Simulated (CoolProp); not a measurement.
Vapour-liquid equilibrium of trans-2-butene (1) + acetone (2) at 88.75 °C; x and y are mole fractions of (1).

Computed with CoolProp (multi-fluid Helmholtz-energy mixture model, Lemmon 2005 and Lemmon 2006; pair parameters Bell 2016).

Question: Give the bubble pressure and the first vapour's composition at x = 0.35, 0.65, 0.95. Is there an azeotrope?

Answer: x = 0.35: 8.059 bar, y = 0.718; x = 0.65: 10.22 bar, y = 0.832; x = 0.95: 11.79 bar, y = 0.965. No azeotrope shows between x = 0.05 and 0.95.

The pair parameters rest on a limited set of measurements; away from them the model extrapolates.
